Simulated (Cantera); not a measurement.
Cantera with NASA thermochemical tables; ideal gases at 1 bar, condensed phases pure. Values are per mole of reaction as written; species without (g) are pure solids or liquids, kept so even where they would boil at 1 bar.

### Question
Between 698 and 1148 K, where is each reaction favourable under standard conditions?
- 6 CF3(g) + 8 H2(g) → 9 F2(g) + 2 C3H8(g)
- 6 CH3(g) + C6H6(g) + 12 F2(g) → 12 CH2F2(g)
- 7 C2H4(g) + 8 HF(g) → 2 CF4(g) + 12 CH3(g)

### Answer
- 6 CF3(g) + 8 H2(g) → 9 F2(g) + 2 C3H8(g): ΔG° is 2819 kJ at 698 K and 2977 kJ at 1148 K; it stays positive (K < 1). ΔH° is 2569 kJ and ΔS° -356 J/K at 1148 K.
- 6 CH3(g) + C6H6(g) + 12 F2(g) → 12 CH2F2(g): ΔG° is -5737 kJ at 698 K and -5279 kJ at 1148 K; it stays negative (K > 1). ΔH° is -6451 kJ and ΔS° -1021 J/K at 1148 K.
- 7 C2H4(g) + 8 HF(g) → 2 CF4(g) + 12 CH3(g): ΔG° is 1754 kJ at 698 K and 1772 kJ at 1148 K; it stays positive (K < 1). ΔH° is 1726 kJ and ΔS° -40 J/K at 1148 K.
